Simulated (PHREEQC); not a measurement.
Leach liquor: speciation

Consider water at 20 °C with 14 mmol/kgw H2SO4 and 0.94 mmol/kgw CuSO4. Closed to the air; pH follows from the charge balance.

Equilibrium calculation in PHREEQC: ion-association model, phreeqc.dat.

Precipitation was switched off in this run.

Estimate the pH, specific conductance, ionic strength.

pH 1.74; specific conductance 6930 µS/cm; ionic strength 0.0301 mol/kgw.

In which forms is S present?

SO4-2 49 %, HSO4- 49 %, CuSO4 1.9 % of the S.

Species that the database lacks are ignored.
